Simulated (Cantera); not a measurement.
A Cantera script and its output.

```python
import numpy as np
import cantera as ct

gas = ct.Solution("gri30.yaml")
gas.TPX = 1800, 1333, {'C2H6': 1, 'N2': 4.3}
inlet = ct.Reservoir(gas, clone=True)

reactor = ct.IdealGasConstPressureReactor(gas, energy="off", clone=False)
exhaust = ct.Reservoir(gas, clone=True)
tau = [1.7, 0.47, 0.13, 0.036, 0.0098, 0.0027, 0.00074, 0.0002][0]
for a, b in ((inlet, reactor), (reactor, exhaust)):
    ct.MassFlowController(a, b, mdot=lambda t: reactor.mass / tau)
net = ct.ReactorNet([reactor])
show = ['C2H6', 'C2H4', 'CH2', 'CH3', 'H2']

rows = []
print(f"{'tau/s':>10s}{'T/K':>9s}" + "".join(f"{s:>11s}" for s in show))
for tau in [1.7, 0.47, 0.13, 0.036, 0.0098, 0.0027, 0.00074, 0.0002]:
    net.initial_time = 0.0
    net.advance(30 * tau)
    before = gas.X
    net.advance(40 * tau)
    drift = np.max(np.abs(gas.X - before) / (gas.X + 1e-9))
    rows.append([gas.T, *gas[show].X, drift])
    print(f"{tau:10.3e}{gas.T:9.1f}" + "".join(f"{x:11.3e}" for x in gas[show].X))
```

Output:

```
     tau/s      T/K       C2H6       C2H4        CH2        CH3         H2
 1.700e+00   1800.0  1.661e-05  1.170e-04  5.405e-06  9.071e-04  2.632e-01
 4.700e-01   1800.0  5.886e-05  3.685e-04  9.738e-06  1.733e-03  2.554e-01
 1.300e-01   1800.0  2.058e-04  1.163e-03  1.705e-05  3.308e-03  2.423e-01
 3.600e-02   1800.0  7.098e-04  3.496e-03  2.883e-05  6.277e-03  2.217e-01
 9.800e-03   1800.0  2.465e-03  9.824e-03  4.744e-05  1.184e-02  1.911e-01
 2.700e-03   1800.0  8.418e-03  2.381e-02  7.512e-05  2.161e-02  1.507e-01
 7.400e-04   1800.0  2.815e-02  4.330e-02  1.098e-04  3.667e-02  1.018e-01
 2.000e-04   1800.0  8.154e-02  3.969e-02  1.183e-04  4.691e-02  4.868e-02
```

Computed with Cantera and GRI-Mech 3.0 (53 species, 325 reactions). GRI-Mech 3.0 stops at C3 and has no aromatics, soot or wall deposition, so with more carbon than oxygen in the feed, carbon stays in small species such as C2H2 where larger ones or solid carbon would form. Radical loss at walls, strong at low pressure, is not modelled.
